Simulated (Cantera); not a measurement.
Input: 1 mol Si₃N₄, a varied amount of CO₂, 350 mol N₂, 0.09 mol O₂, equilibrated at 1375 K and 2.85 Torr.

Cantera equilibrium calculation (NASA polynomials, part measured and part estimated; ideal gas, pure solids and liquids). Candidate condensed phases: C, Si, SiC, SiO₂, Si₂N₂O, Si₃N₄; 34 gas species. Mutual solubility and eutectic melting of coexisting phases are not modelled. The numbers say what is thermodynamically allowed, not how fast it happens.

x: gas mole fraction; n: condensed amount in mol.

```json
[
 {"n(CO₂) (mol)": "0.012", "x N₂": "1.000", "x CO": "3.43e-5", "x SiO": "7.78e-7", "n Si₂N₂O(s)": "0.192", "n Si₃N₄(s)": "0.872", "n SiC(s)": "0", "n C(graphite)": "0"},
 {"n(CO₂) (mol)": "0.025", "x N₂": "1.000", "x CO": "7.14e-5", "x SiO": "7.78e-7", "n Si₂N₂O(s)": "0.205", "n Si₃N₄(s)": "0.863", "n SiC(s)": "0", "n C(graphite)": "0"},
 {"n(CO₂) (mol)": "0.05", "x N₂": "1.000", "x CO": "0.000143", "x SiO": "7.78e-7", "n Si₂N₂O(s)": "0.230", "n Si₃N₄(s)": "0.847", "n SiC(s)": "0", "n C(graphite)": "0"},
 {"n(CO₂) (mol)": "0.1", "x N₂": "1.000", "x CO": "0.000161", "x SiO": "7.78e-7", "n Si₂N₂O(s)": "?", "n Si₃N₄(s)": "?", "n SiC(s)": "?", "n C(graphite)": "0"},
 {"n(CO₂) (mol)": "0.21", "x N₂": "1.000", "x CO": "0.000161", "x SiO": "7.78e-7", "n Si₂N₂O(s)": "0.543", "n Si₃N₄(s)": "0.586", "n SiC(s)": "0.154", "n C(graphite)": "0"},
 {"n(CO₂) (mol)": "0.42", "x N₂": "1.000", "x CO": "0.000161", "x SiO": "7.78e-7", "n Si₂N₂O(s)": "?", "n Si₃N₄(s)": "?", "n SiC(s)": "?", "n C(graphite)": "0"},
 {"n(CO₂) (mol)": "0.85", "x N₂": "0.999", "x CO": "0.00147", "x SiO": "1.63e-6", "n Si₂N₂O(s)": "1.36", "n Si₃N₄(s)": "0", "n SiC(s)": "0.276", "n C(graphite)": "0.0561"}
]
```

### Question
Complete the blanks.

### Answer

- 0.1, n Si₂N₂O(s): 0.323
- 0.1, n Si₃N₄(s): 0.770
- 0.1, n SiC(s): 0.0438
- 0.42, n Si₂N₂O(s): 0.963
- 0.42, n Si₃N₄(s): 0.236
- 0.42, n SiC(s): 0.364
